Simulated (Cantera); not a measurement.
An adiabatic, constant-volume homogeneous reactor starts with CH4 : C2H6 : C3H8 : O2 : N2 = 1 : 0.18 : 0.11 : 3.38 : 12.7 (molar parts), equivalence ratio 0.94, at 1475 K and 63000 Pa.

Detailed kinetics in Cantera: GRI-Mech 3.0 (53 species, 325 reactions).

Question: Predict: time of steepest temperature rise; temperature at 0.500 s; equilibrium temperature; x(O) at 0.500 s; x(H2O2) at 0.500 s.

Answer: 
```json
{
  "time_of_steepest_temperature_rise": "0.189 ms",
  "temperature at 0.500 s": "2845 K",
  "equilibrium_temperature": "2845 K",
  "x(O) at 0.500 s": "0.00950 (gas-phase equilibrium 0.00950)",
  "x(H2O2) at 0.500 s": "3.23e-7 (gas-phase equilibrium 3.23e-7)"
}
```
